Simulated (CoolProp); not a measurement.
Vapour-liquid equilibrium of carbon dioxide (1) + hydrogen sulfide (2) at 11.4 bar; x and y are mole fractions of (1).

Computed with CoolProp (multi-fluid Helmholtz-energy mixture model, Span 1996 and Lemmon 2006; pair parameters Kunz 2012).

```json
[
 {"x": "0.05", "bubble temperature (°C)": "-4.8", "y at the bubble point": "0.231", "dew temperature at overall composition x (°C)": "1.7", "liquid density (mol/L)": "24.74"},
 {"x": "0.15", "bubble temperature (°C)": "-15.9", "y at the bubble point": "0.492", "dew temperature at overall composition x (°C)": "-1.8", "liquid density (mol/L)": "25.30"},
 {"x": "0.25", "bubble temperature (°C)": "-22.5", "y at the bubble point": "0.621", "dew temperature at overall composition x (°C)": "-5.5", "liquid density (mol/L)": "25.42"},
 {"x": "0.35", "bubble temperature (°C)": "-26.6", "y at the bubble point": "0.696", "dew temperature at overall composition x (°C)": "-9.6", "liquid density (mol/L)": "25.26"},
 {"x": "0.45", "bubble temperature (°C)": "-29.2", "y at the bubble point": "0.746", "dew temperature at overall composition x (°C)": "-14.0", "liquid density (mol/L)": "24.95"},
 {"x": "0.55", "bubble temperature (°C)": "-31.2", "y at the bubble point": "0.785", "dew temperature at overall composition x (°C)": "-18.8", "liquid density (mol/L)": "24.61"},
 {"x": "0.65", "bubble temperature (°C)": "-32.7", "y at the bubble point": "0.820", "dew temperature at overall composition x (°C)": "-24.0", "liquid density (mol/L)": "24.33"},
 {"x": "0.75", "bubble temperature (°C)": "-34.1", "y at the bubble point": "0.858", "dew temperature at overall composition x (°C)": "-29.5", "liquid density (mol/L)": "24.18"},
 {"x": "0.85", "bubble temperature (°C)": "-35.2", "y at the bubble point": "0.903", "dew temperature at overall composition x (°C)": "-33.8", "liquid density (mol/L)": "24.27"},
 {"x": "0.95", "bubble temperature (°C)": "-36.2", "y at the bubble point": "0.962", "dew temperature at overall composition x (°C)": "-36.0", "liquid density (mol/L)": "24.69"}
]
```

No azeotrope shows between x = 0.05 and 0.95.

Pair parameters are fitted to limited data, so mixtures are less certain than the pure fluids.
